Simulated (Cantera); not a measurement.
**Equilibrium for abatement and gas-phase synthesis: NH₃ + O₂**

Charge: 1 mol NH₃, 0.29 mol O₂, held at 1275 K and 13.3 mbar.

These are equilibrium values from Cantera (NASA tables, ideal gas, pure condensed phases), not measurements of a reactor. Candidate condensed phases: H₂O; 24 gas species. The numbers say what is thermodynamically allowed, not how fast it happens.

| Property | Result |
|---|---|
| x(H₂) | 0.460 |
| x(H₂O) | 0.290 |
| x(N₂) | 0.250 |
| x(H) | 4.33e-6 |
| gas amount | 2.000 mol |
